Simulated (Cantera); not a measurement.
A closed system holds: 1 mol TEOS, 23 mol O2, 59 mol H2, 17 mol H2O, at 37.0 Pa.

Cantera equilibrium calculation (NASA polynomials, part measured and part estimated; ideal gas, pure solids and liquids). Candidate condensed phases: C, C6H6, C7H8, C8H18, H2O, Si, SiC, SiO2; 123 gas species. The feed counts by its element totals alone. Rates play no part. All values below are at 523 K.

Base state: H2O 0.547, H2 0.367, CO2 0.0777, CH4 0.00817, CO 0.000579 (mole fractions); condensed: SiO2(α-quartz).

Q: What changes in the equilibrium state with this change: TEOS replaced by Si2H6?

A: 
```
species                before  after
-------------------  --------  -----
H2O                     0.547  0.747
H2                      0.367  0.253
CO2                    0.0777      0
CH4                   0.00817      0
CO                   0.000579      0
SiO2(α-quartz), mol      1.00   2.00
```
